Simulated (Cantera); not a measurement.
Input (Python, Cantera) and output of one run.

```python
import numpy as np
import cantera as ct

gas_names = """
    H HO2 H2 H2O H2O2 O OH O2 O3 V VO VO2
""".split()
cond_names = """
    H2O(s) H2O(L) V(cr) V(L) VO(s) VO(L) V2O3(s) V2O3(L) V2O4(I) V2O4(II) V2O4(L) V2O5(s) V2O5(L)
""".split()


# ... load() reads the species with a 1 bar reference pressure and builds the phases ...
atoms = {
    'V2O5': {'V': 2, 'O': 5},
    'H2': {'H': 2},
    'H2O': {'H': 2, 'O': 1},
}
top_T = {}  # K; cautious upper limits of use, not melting points


# ... equilibrate(T, P, feed) seeds the gas with the atoms and calls Mixture.equilibrate('TP', solver="vcs", rtol=1e-11, max_steps=5000) ...
results = []
feed = {'V2O5': 1, 'H2': 160, 'H2O': 0.74}  # mol
T = 1373.15  # K
P = 160  # Pa
mix = equilibrate(T, P, feed)
results.append((T, P, feed, dict(zip(mix.species_names, mix.species_moles))))
x = sorted(zip(gas.X, gas.species_names), reverse=True)
print(f"T = {T:g} K  P = {P:g} Pa  gas = {mix.phase_moles(0):.4g} mol")
print("   x: " + "  ".join(f"{s} {v:.3e}" for v, s in x if v > 1e-06))
print("   condensed (mol): " + ("  ".join(f"{mix.phase(i).name} {mix.phase_moles(i):.4g}"
      for i in range(1, mix.n_phases) if mix.phase_moles(i) > 1e-12) or "none"))
```

Output:

```
T = 1373.15 K  P = 160 Pa  gas = 160.7 mol
   x: H2 9.829e-01  H2O 1.705e-02  H 8.271e-05
   condensed (mol): V2O3(s) 1
```

Equilibrium computed with Cantera from the NASA thermochemical tables; the gas is ideal and each condensed phase is pure. Condensed phases not in the tables: the oxides between V2O3 and V2O5 other than VO2.
